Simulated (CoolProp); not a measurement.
Model: reference Helmholtz-energy equation of state, de Vries 1995, in CoolProp.

**Question.** Give the vapour pressure (bar), liquid density (kg/m³), vapour density (kg/m³), liquid cp (kJ/(kg K)) of saturated R124 at 225.6, 236.9, 265.3 K.

**Answer.** 
```json
[
 {"T (K)": "225.6", "p (bar)": "0.172", "liquid density (kg/m³)": "1580", "vapour density (kg/m³)": "1.27", "liquid cp (kJ/(kg K))": "1.01"},
 {"T (K)": "236.9", "p (bar)": "0.323", "liquid density (kg/m³)": "1540", "vapour density (kg/m³)": "2.28", "liquid cp (kJ/(kg K))": "1.03"},
 {"T (K)": "265.3", "p (bar)": "1.20", "liquid density (kg/m³)": "1460", "vapour density (kg/m³)": "7.80", "liquid cp (kJ/(kg K))": "1.07"}
]
```
